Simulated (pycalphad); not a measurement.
An equivalent pycalphad script:

```python
from pycalphad import Database, equilibrium, calculate, variables as v
import numpy as np
db = Database('COST507.tdb')
comps = ['AL', 'SI', 'FE', 'VA']
phases = ['AL13FE4', 'AL2FE', 'AL5FE2', 'AL5FE4', 'ALFESI_ALPHA', 'ALFESI_BETA', 'ALFESI_DELTA', 'ALFESI_GAMMA', 'ALFESI_TAU1', 'ALFESI_TAU3', 'BCC_B2', 'DIAMOND_A4', 'FCC_A1', 'FE2SI', 'FE5SI3', 'FESI', 'FESI2_H', 'FESI2_L', 'LIQUID']
eq = equilibrium(db, comps, phases, {v.X('SI'): 0.0183, v.X('FE'): 0.03, v.T: np.arange(1850, 499, -75), v.P: 101325, v.N: 1}, output=['HM', 'SM'])
```

CALPHAD calculation (pycalphad, COST 507 light-alloy database (1999)), 1 atm. The database dates from 1999; later assessments differ in places, in temperatures and in the compounds included. Phase fractions are per mole of atoms.

Results at three of the temperatures:

```
T = 1700.00 K, P = 101325 Pa, N = 1 mol of atoms
G = -104896 J/mol, H = 51135 J/mol, S = 91.78 J/(mol K)  (SER reference)
chemical potentials (J/mol): Al -101353, Si -139156, Fe -196391
phase             fraction      x(Al)      x(Si)      x(Fe)
LIQUID              1.0000     0.9517     0.0183     0.0300
```

```
T = 1475.00 K, P = 101325 Pa, N = 1 mol of atoms
G = -84743 J/mol, H = 43948 J/mol, S = 87.25 J/(mol K)  (SER reference)
chemical potentials (J/mol): Al -81406, Si -111526, Fe -174291
phase             fraction      x(Al)      x(Si)      x(Fe)
LIQUID              1.0000     0.9517     0.0183     0.0300
```

```
T = 1175.00 K, P = 101325 Pa, N = 1 mol of atoms
G = -59613 J/mol, H = 34405 J/mol, S = 80.02 J/(mol K)  (SER reference)
chemical potentials (J/mol): Al -56543, Si -76180, Fe -146921
phase             fraction      x(Al)      x(Si)      x(Fe)
LIQUID              1.0000     0.9517     0.0183     0.0300
```

Changes of the phase set, refined by bisection:

| T (K) | phases above | phases below |
|---|---|---|
| 1062.8 | LIQUID | AL13FE4 + LIQUID |
| 915.2 | AL13FE4 + LIQUID | AL13FE4 + FCC_A1 + LIQUID |
| 904.8 | AL13FE4 + FCC_A1 + LIQUID | ALFESI_ALPHA + FCC_A1 + LIQUID |
| 892.6 | ALFESI_ALPHA + FCC_A1 + LIQUID | ALFESI_ALPHA + ALFESI_BETA + FCC_A1 |

Database names, with the compositions (at.%) that they take in these runs: AL13FE4: Al 76 Fe 24; ALFESI_ALPHA: Al 71-73 Fe 19 Si 8-10; ALFESI_BETA: Al 70 Si 15 Fe 15. FCC_A1 is fcc.
